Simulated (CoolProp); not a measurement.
Hydrogen sulfide along the isobar 10.3 MPa: fugacity coefficient from the reference equation and from simpler models built on Tc = 100.0 °C, pc = 8.999 MPa, ω = 0.101; each cubic takes its own stable root.

Model: reference Helmholtz-energy equation of state, Lemmon 2006, in CoolProp. It is a short technical equation, of lower accuracy than the large ones.

```csv
T (°C),phase,reference
-14.95,liquid,0.06925
33.35,liquid,0.2276
81.65,liquid,0.4872
129.95,supercritical,0.7120
178.25,supercritical,0.8060
226.45,supercritical,0.8646
274.75,supercritical,0.9044
323.05,supercritical,0.9325
```

Problem. How far does each simpler model (van der Waals, Redlich-Kwong, Soave-Redlich-Kwong, Peng-Robinson) lie from the reference over these 8 states: mean and median of the absolute difference, and the worst?

Solution. 
- van der Waals: mean 30.4 %, median 2.9 %, worst +161.8 % at -14.95 °C and 10.3 MPa
- Redlich-Kwong: mean 3.7 %, median 1.7 %, worst +11.1 % at -14.95 °C and 10.3 MPa
- Soave-Redlich-Kwong: mean 0.8 %, median 0.3 %, worst +2.2 % at 33.35 °C and 10.3 MPa
- Peng-Robinson: mean 2.4 %, median 2.3 %, worst -3.7 % at 129.95 °C and 10.3 MPa
